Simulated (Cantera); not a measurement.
A perfectly stirred reactor is fed with H2 : O2 : N2 = 0.19 : 1 : 4.1 (molar parts), equivalence ratio 0.095, at 0.00690 bar; it is held at 1425 K, and followed from long to short residence time.

Detailed kinetics in Cantera: the H2/O2 subset of GRI-Mech 3.0, which has no nitrogen chemistry. Radical loss at walls, strong at low pressure, is not modelled. The temperature is held fixed by assumption; the heat of reaction is taken as removed at once.

Q: What does this change do: 0.25 parts H2O added?

A: 
| quantity | before | after |
|---|---|---|
| x(H2) at τ = 11.0 s | 0.000268 | 0.000372 |
| x(O2) at τ = 11.0 s | 0.172 | 0.165 |
| x(H) at τ = 11.0 s | 0.000516 | 0.000372 |
| x(OH) at τ = 11.0 s | 0.00152 | 0.00176 |
| x(O) at τ = 11.0 s | 0.00269 | 0.00160 |
| x(H2) at τ = 0.210 s | 0.00141 | 0.00238 |
| x(O2) at τ = 0.210 s | 0.166 | 0.160 |
| x(H) at τ = 0.210 s | 0.00674 | 0.00632 |
| x(OH) at τ = 0.210 s | 0.00337 | 0.00435 |
| x(O) at τ = 0.210 s | 0.0152 | 0.0107 |

Q: What does this change do: pressure from 0.00690 bar to 0.0250 bar?

A: 
```tsv
quantity	before	after
x(H2) at τ = 11.0 s	0.000268	5.55e-5
x(O2) at τ = 11.0 s	0.172	0.174
x(H) at τ = 11.0 s	0.000516	4.28e-5
x(OH) at τ = 11.0 s	0.00152	0.000670
x(O) at τ = 11.0 s	0.00269	0.000510
x(H2) at τ = 0.210 s	0.00141	0.000619
x(O2) at τ = 0.210 s	0.166	0.171
x(H) at τ = 0.210 s	0.00674	0.00170
x(OH) at τ = 0.210 s	0.00337	0.00223
x(O) at τ = 0.210 s	0.0152	0.00597
```
